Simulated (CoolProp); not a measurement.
Vapour-liquid equilibrium of cyclohexane (1) + n-nonane (2) at 0.0414 MPa; x and y are mole fractions of (1).

Values from CoolProp's multi-fluid Helmholtz-energy mixture model, Zhou 2014 and Lemmon 2006; pair parameters Bell 2016.

Give the bubble temperature and the first vapour's composition at x = 0.05, 0.35, 0.95. Is there an azeotrope?

x = 0.05: 384.3 K, y = 0.280; x = 0.35: 354.2 K, y = 0.833; x = 0.95: 328.1 K, y = 0.996. No azeotrope shows between x = 0.05 and 0.95.

Pair parameters are fitted to limited data, so mixtures are less certain than the pure fluids.
